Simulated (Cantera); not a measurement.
Charge: 1 mol V2O5, 2000 mol H2, held at 31.0 mbar.

These are equilibrium values from Cantera (NASA tables, ideal gas, pure condensed phases), not measurements of a reactor. Candidate condensed phases: H2O, V, VO, V2O3, V2O4, V2O5; 12 gas species. VO: taken at fixed stoichiometry. The numbers say what is thermodynamically allowed, not how fast it happens.

Q: At 2048 K, list the 4 most abundant gas species with their mole fractions, and the condensed phases.

A: H2 0.986, H 0.0126, H2O 0.00149, VO 0.000129. Condensed: VO(s).
